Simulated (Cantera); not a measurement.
Cantera run:

```python
import numpy as np
import cantera as ct

gas_names = """
    CL CL2 H HCL H2 N NH NH2 NH3 N2 N2H2 N2H4 Si SiCL SiCL2 SiCL3 SiCL4 SiH SiHCL3 SiH2 SiH2CL2 SiH3
    SiH3CL SiH4 SiN Si2 Si2N Si3
""".split()
cond_names = """
    NH4CL(a) NH4CL(b) Si(cr) Si(L) Si3N4(a)
""".split()


# ... load() reads the species with a 1 bar reference pressure and builds the phases ...
atoms = {
    'SiCl4': {'Si': 1, 'CL': 4},
    'NH3': {'N': 1, 'H': 3},
    'N2': {'N': 2},
}
top_T = {'Si3N4(a)': 2400}  # K; cautious upper limits of use, not melting points


# ... equilibrate(T, P, feed) seeds the gas with the atoms and calls Mixture.equilibrate('TP', solver="vcs", rtol=1e-11, max_steps=5000) ...
results = []
feed = {'SiCl4': 1, 'NH3': 1.7, 'N2': 2}  # mol
P = 36  # Pa
for T in [775, 875, 975, 1075, 1175, 1275, 1375, 1475, 1575, 1675, 1775, 1875, 1975, 2075]:
    mix = equilibrate(T, P, feed)
    results.append((T, P, feed, dict(zip(mix.species_names, mix.species_moles))))
    x = sorted(zip(gas.X, gas.species_names), reverse=True)
    print(f"T = {T:g} K  P = {P:g} Pa  gas = {mix.phase_moles(0):.4g} mol")
    print("   x: " + "  ".join(f"{s} {v:.3e}" for v, s in x if v > 1e-06))
    print("   condensed (mol): " + ("  ".join(f"{mix.phase(i).name} {mix.phase_moles(i):.4g}"
          for i in range(1, mix.n_phases) if mix.phase_moles(i) > 1e-12) or "none"))
```

Result:

```
T = 775 K  P = 36 Pa  gas = 6.601 mol
   x: N2 3.708e-01  HCL 3.657e-01  H2 2.034e-01  SiCL4 6.004e-02  SiHCL3 2.161e-05  SiCL3 1.039e-06
   condensed (mol): Si3N4(a) 0.2012
T = 875 K  P = 36 Pa  gas = 6.618 mol
   x: HCL 3.955e-01  N2 3.647e-01  H2 1.876e-01  SiCL4 5.218e-02  SiHCL3 5.416e-05  SiCL3 1.820e-05
   condensed (mol): Si3N4(a) 0.2181
T = 975 K  P = 36 Pa  gas = 6.631 mol
   x: HCL 4.176e-01  N2 3.602e-01  H2 1.757e-01  SiCL4 4.617e-02  SiCL3 1.746e-04  SiHCL3 1.110e-04  SiCL2 1.870e-05
   condensed (mol): Si3N4(a) 0.2306
T = 1075 K  P = 36 Pa  gas = 6.645 mol
   x: HCL 4.336e-01  N2 3.570e-01  H2 1.668e-01  SiCL4 4.091e-02  SiCL3 1.076e-03  SiCL2 4.479e-04  SiHCL3 1.956e-04
   condensed (mol): Si3N4(a) 0.2389
T = 1175 K  P = 36 Pa  gas = 6.689 mol
   x: HCL 4.383e-01  N2 3.557e-01  H2 1.619e-01  SiCL4 3.341e-02  SiCL2 5.861e-03  SiCL3 4.476e-03  SiHCL3 2.910e-04  CL 6.150e-06  H 2.600e-06
   condensed (mol): Si3N4(a) 0.2351
T = 1275 K  P = 36 Pa  gas = 6.885 mol
   x: HCL 4.035e-01  N2 3.615e-01  H2 1.684e-01  SiCL2 3.915e-02  SiCL4 1.698e-02  SiCL3 1.011e-02  SiHCL3 2.861e-04  CL 3.243e-05  H 1.595e-05
   condensed (mol): Si3N4(a) 0.1807
T = 1375 K  P = 36 Pa  gas = 7.254 mol
   x: N2 3.797e-01  HCL 3.011e-01  H2 2.009e-01  SiCL2 1.069e-01  SiCL3 8.188e-03  SiCL4 2.882e-03  SiHCL3 1.227e-04  CL 1.005e-04  H 8.094e-05  SiCL 2.782e-06
   condensed (mol): Si3N4(a) 0.04782
T = 1475 K  P = 36 Pa  gas = 7.383 mol
   x: N2 3.860e-01  HCL 2.654e-01  H2 2.125e-01  SiCL2 1.307e-01  SiCL3 4.191e-03  SiCL4 4.571e-04  CL 3.189e-04  H 3.151e-04  SiHCL3 3.462e-05  SiCL 1.980e-05  Si 2.000e-06
   condensed (mol): none
T = 1575 K  P = 36 Pa  gas = 7.399 mol
   x: N2 3.852e-01  HCL 2.669e-01  H2 2.107e-01  SiCL2 1.326e-01  SiCL3 2.304e-03  CL 1.012e-03  H 1.005e-03  SiCL4 1.047e-04  SiCL 8.084e-05  Si 1.845e-05  SiHCL3 1.103e-05
   condensed (mol): none
T = 1675 K  P = 36 Pa  gas = 7.417 mol
   x: N2 3.842e-01  HCL 2.660e-01  H2 2.094e-01  SiCL2 1.330e-01  H 2.800e-03  CL 2.777e-03  SiCL3 1.340e-03  SiCL 2.785e-04  Si 1.315e-04  SiCL4 2.801e-05  SiHCL3 3.979e-06  SiH 1.918e-06  SiN 1.019e-06
   condensed (mol): none
T = 1775 K  P = 36 Pa  gas = 7.457 mol
   x: N2 3.822e-01  HCL 2.630e-01  H2 2.070e-01  SiCL2 1.317e-01  H 6.941e-03  CL 6.774e-03  SiCL 8.278e-04  SiCL3 8.149e-04  Si 7.503e-04  SiCL4 8.533e-06  SiH 7.949e-06  SiN 4.200e-06  SiHCL3 1.584e-06
   condensed (mol): none
T = 1875 K  P = 36 Pa  gas = 7.547 mol
   x: N2 3.776e-01  HCL 2.585e-01  H2 2.009e-01  SiCL2 1.264e-01  H 1.548e-02  CL 1.509e-02  Si 3.422e-03  SiCL 2.114e-03  SiCL3 5.090e-04  SiH 2.697e-05  SiN 1.428e-05  Si2 3.494e-06  SiCL4 2.888e-06  Si2N 2.884e-06  SiH2 1.358e-06
   condensed (mol): none
T = 1975 K  P = 36 Pa  gas = 7.751 mol
   x: N2 3.677e-01  HCL 2.542e-01  H2 1.862e-01  SiCL2 1.123e-01  CL 3.174e-02  H 3.112e-02  Si 1.178e-02  SiCL 4.423e-03  SiCL3 3.154e-04  SiH 6.945e-05  SiN 3.749e-05  Si2 1.508e-05  Si2N 6.613e-06  SiH2 2.247e-06  SiCL4 1.058e-06
   condensed (mol): none
T = 2075 K  P = 36 Pa  gas = 8.157 mol
   x: N2 3.494e-01  HCL 2.471e-01  H2 1.608e-01  SiCL2 8.588e-02  CL 6.384e-02  H 5.630e-02  Si 2.911e-02  SiCL 7.139e-03  SiCL3 1.789e-04  SiH 1.268e-04  SiN 7.152e-05  Si2 3.692e-05  Si2N 9.025e-06  SiH2 2.649e-06  CL2 1.550e-06
   condensed (mol): none
```

Method: chemical equilibrium by Gibbs-energy minimisation in Cantera with the NASA 1993 tables (ideal gas, pure condensed phases). The tables' values for SiCl3, SiCl, SiN are old estimates; treat these amounts as uncertain.
